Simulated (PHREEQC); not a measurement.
Model water analysis in mg/L, 55 °C, pH 1.89, pe 11.6: Na 128; K 281; Ca 285; Mg 226; Cl 149; S(6) as SO4 3440; Si as SiO2 22.3; Br 125.

Valence states are taken as typed.

The numbers come from PHREEQC with the ion-association model, wateq4f.dat.

This is a speciation only: nothing precipitates in the calculation.

Q: Estimate the ionic strength, charge-balance error.

A: ionic strength 0.0679 mol/kgw; charge-balance error -0.2 %.

Q: In which forms is Na present?

A: Na+ 97 %, NaSO4- 2.8 % of the Na.

The solution is supersaturated, for example in Quartz (slow to form), so a real one may precipitate; this is no full list. Species that the database lacks are ignored. Away from 25 °C the constants follow the database's enthalpies or fits; those with neither stay at their 25 °C values.
